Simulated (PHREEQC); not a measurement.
Solution (20 °C): 0.028 mol (CH3)4NF per kg of water. Closed to the air; pH follows from the charge balance.

Equilibrium calculation in PHREEQC: ion-association model, phreeqc.dat.

Each row changes one thing in this solution. This is a speciation only: nothing precipitates in the calculation.

| case | pH | HF (mol/kgw) | HF2- (mol/kgw) |
|---|---|---|---|
| as made | 7.83 | 4.79e-7 | 4.93e-8 |
| diluted 2-fold with water | 7.70 | 3.43e-7 | 1.76e-8 |
| (CH3)4NF from 0.028 to 0.0028 mol/kgw | 7.41 | 1.42e-7 | 1.46e-9 |
| (CH3)4NF from 0.028 to 0.28 mol/kgw | 8.35 | 1.10e-6 | 1.12e-6 |
| temperature from 20 to 70 °C | 7.35 | 3.77e-6 | 4.62e-7 |
| (CH3)4NF from 0.028 to 0.014 mol/kgw | 7.70 | 3.43e-7 | 1.76e-8 |
| (CH3)4NF replaced by NaF at the same molality | 7.83 | 4.76e-7 | 4.85e-8 |

(CH3)4N+ isn't in the database: it is added as a free cation with an ion size of 4 Å. Away from 25 °C the constants follow the database's enthalpies or fits; those with neither stay at their 25 °C values.
